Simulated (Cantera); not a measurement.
Feed: 1 mol Al2O3, 0.49 mol O2, held at 1727 °C and 50.0 Pa.

Equilibrium computed with Cantera from the NASA thermochemical tables; the gas is ideal and each condensed phase is pure. Candidate condensed phases: Al, Al2O3; 9 gas species. The numbers say what is thermodynamically allowed, not how fast it happens.

Base state: O2 0.971, O 0.0295 (mole fractions); condensed: Al2O3(s).

**Question.** What changes in the equilibrium state with this change: pressure from 50.0 Pa to 0.690 bar?

**Answer.** 
```tsv
species	before	after
O2	0.971	0.999
O	0.0295	0.000805
Al2O3(s), mol	1.00	1.00
```

**Question.** What changes in the equilibrium state with this change: temperature from 1727 °C to 2202 °C?

**Answer.** 
```tsv
species	before	after
O2	0.971	0.568
O	0.0295	0.431
AlO	4.07e-8	0.000973
Al	<1e-9	7.49e-5
AlO2	4.50e-9	1.50e-5
Al2O3(s), mol	1.00	0
Al2O3(l), mol	0	1.000
```

**Question.** What changes in the equilibrium state with this change: 0.048 mol CO2 added?

**Answer.** 
```tsv
species	before	after
O2	0.971	0.884
CO2	0	0.0825
O	0.0295	0.0281
CO	0	0.00519
Al2O3(s), mol	1.00	1.00
```
Further candidate phases: C.
